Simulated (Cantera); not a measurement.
# Premixed flame

A freely propagating, adiabatic, planar premixed flame of H₂ : O₂ : N₂ = 1 : 0.278 : 1.04 (molar parts), unburnt at 573 K and 13300 Pa; mixture-averaged transport, grid criteria slope 0.08 and curve 0.16, no radiation.

Computed with Cantera and the H2/O2 subset of GRI-Mech 3.0, which has no nitrogen chemistry. Burning velocities carry a grid error of a few per cent, more on coarse grids.

```json
[
 {"z (mm)": "-18.0", "T (K)": "573", "u (m/s)": "6.40", "x H₂": "0.431", "x O₂": "0.120", "x H₂O₂": "<1e-8", "x H₂O": "<1e-8", "x HO₂": "<1e-8", "x OH": "<1e-8"},
 {"z (mm)": "-12.0", "T (K)": "573", "u (m/s)": "6.40", "x H₂": "0.431", "x O₂": "0.120", "x H₂O₂": "<1e-8", "x H₂O": "<1e-8", "x HO₂": "<1e-8", "x OH": "<1e-8"},
 {"z (mm)": "-8.98", "T (K)": "573", "u (m/s)": "6.40", "x H₂": "0.431", "x O₂": "0.120", "x H₂O₂": "<1e-8", "x H₂O": "<1e-8", "x HO₂": "<1e-8", "x OH": "<1e-8"},
 {"z (mm)": "-5.98", "T (K)": "573", "u (m/s)": "6.40", "x H₂": "0.431", "x O₂": "0.120", "x H₂O₂": "<1e-8", "x H₂O": "4.67e-8", "x HO₂": "6.80e-7", "x OH": "<1e-8"},
 {"z (mm)": "-2.99", "T (K)": "585", "u (m/s)": "6.52", "x H₂": "0.430", "x O₂": "0.120", "x H₂O₂": "5.28e-7", "x H₂O": "0.000749", "x HO₂": "4.79e-5", "x OH": "3.41e-5"},
 {"z (mm)": "-1.50", "T (K)": "722", "u (m/s)": "7.96", "x H₂": "0.403", "x O₂": "0.115", "x H₂O₂": "5.08e-7", "x H₂O": "0.0129", "x HO₂": "2.98e-5", "x OH": "0.000276"},
 {"z (mm)": "0", "T (K)": "1107", "u (m/s)": "11.9", "x H₂": "0.253", "x O₂": "0.0641", "x H₂O₂": "3.07e-7", "x H₂O": "0.120", "x HO₂": "1.09e-5", "x OH": "0.00233"},
 {"z (mm)": "1.50", "T (K)": "1351", "u (m/s)": "14.4", "x H₂": "0.151", "x O₂": "0.00821", "x H₂O₂": "2.45e-7", "x H₂O": "0.228", "x HO₂": "1.37e-6", "x OH": "0.00416"},
 {"z (mm)": "2.99", "T (K)": "1444", "u (m/s)": "15.3", "x H₂": "0.147", "x O₂": "0.00330", "x H₂O₂": "2.20e-7", "x H₂O": "0.238", "x HO₂": "5.02e-7", "x OH": "0.00493"},
 {"z (mm)": "5.98", "T (K)": "1554", "u (m/s)": "16.3", "x H₂": "0.156", "x O₂": "0.00264", "x H₂O₂": "1.85e-7", "x H₂O": "0.241", "x HO₂": "3.56e-7", "x OH": "0.00598"},
 {"z (mm)": "12.0", "T (K)": "1682", "u (m/s)": "17.5", "x H₂": "0.166", "x O₂": "0.00216", "x H₂O₂": "1.24e-7", "x H₂O": "0.244", "x HO₂": "2.61e-7", "x OH": "0.00697"},
 {"z (mm)": "23.9", "T (K)": "1819", "u (m/s)": "18.7", "x H₂": "0.176", "x O₂": "0.00160", "x H₂O₂": "6.92e-8", "x H₂O": "0.248", "x HO₂": "1.81e-7", "x OH": "0.00753"},
 {"z (mm)": "47.9", "T (K)": "1953", "u (m/s)": "19.9", "x H₂": "0.185", "x O₂": "0.00104", "x H₂O₂": "3.60e-8", "x H₂O": "0.253", "x HO₂": "1.20e-7", "x OH": "0.00740"}
]
```
x: mole fraction of selected species; z is measured from the peak of heat release.

The laminar burning velocity comes out as 640 cm/s and the thermal thickness is 5.98 mm. The peak x(H₂O₂) is 7.68e-7. The peak x(HO₂) is 4.80e-5. The peak x(OH) comes out as 0.00757 and the grid points is 137.
